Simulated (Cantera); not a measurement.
Feed: 1 mol BN, 0.42 mol N₂, equilibrated at 0.00670 bar.

These are equilibrium values from Cantera (NASA tables, ideal gas, pure condensed phases), not measurements of a reactor. Candidate condensed phases: B, BN; 5 gas species. The numbers say what is thermodynamically allowed, not how fast it happens.

At 2248 K, list the 3 most abundant gas species with their mole fractions, and the condensed phases.

N₂ 0.999, B 0.000534, BN 2.69e-5. Condensed: BN(s).
